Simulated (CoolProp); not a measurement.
Methane at 435.45 K and 0.713 MPa is throttled through a valve to 0.0256 MPa with no heat exchange. Each further row changes one setting.

Values from CoolProp's reference Helmholtz-energy equation of state, Setzmann 1991.

```json
[
 {"case": "as stated", "temperature change (K)": "-1.2", "final density (kg/m³)": "0.114"},
 {"case": "outlet pressure 0.00768 MPa", "temperature change (K)": "-1.3", "final density (kg/m³)": "0.0341"},
 {"case": "outlet pressure 0.0333 MPa", "temperature change (K)": "-1.2", "final density (kg/m³)": "0.148"}
]
```
